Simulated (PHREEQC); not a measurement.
Make-up at 20 °C: 0.044 mol H2SO4, 0.055 mol Li2SO4 and 7.3e-05 mol MgSO4 per kg of water. It is in equilibrium with CO2 at log p = -1 (atm). Otherwise closed; pH follows from the charge balance.

All values are PHREEQC results (ion-association model with the Davies equation for every ion, phreeqc.dat), not measurements.

**Question.** The ionic strength comes out as 0.187 mol/kgw. What activity coefficients do LiSO4-, Mg+2, HSO4-, SO4-2, H+ get?

**Answer.** LiSO4- 0.75, Mg+2 0.32, HSO4- 0.75, SO4-2 0.32, H+ 0.75.

No solid was allowed to form.
